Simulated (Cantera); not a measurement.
Feed: 1 mol Si, 2.9 mol HCl, 7.1 mol H₂, held at 1573 K and 1.00 bar.

Method: chemical equilibrium by Gibbs-energy minimisation in Cantera with the NASA 1993 tables (ideal gas, pure condensed phases). Candidate condensed phases: Si; 19 gas species. The tables' values for SiCl₃ are old estimates; treat these amounts as uncertain. Rates play no part.

Base state: H₂ 0.809, HCl 0.114, SiCl₂ 0.0540, SiCl₃ 0.0109, SiCl₄ 0.00574, SiHCl₃ 0.00542, SiH₂Cl₂ 0.000845, SiH₃Cl 3.91e-5 (mole fractions); condensed: Si(s).

What changes in the equilibrium state with this change: temperature from 1573 K to 773 K?


| species | before | after |
|---|---|---|
| H₂ | 0.809 | 0.910 |
| SiCl₄ | 0.00574 | 0.0504 |
| SiHCl₃ | 0.00542 | 0.0364 |
| HCl | 0.114 | 0.000794 |
| SiCl₂ | 0.0540 | 6.49e-7 |
| SiCl₃ | 0.0109 | 1.50e-5 |
| H | 3.66e-5 | <1e-9 |
| SiH₂Cl₂ | 0.000845 | 0.00202 |
| SiH₃Cl | 3.91e-5 | 2.54e-5 |
| Si(s), mol | 0.244 | 0.184 |
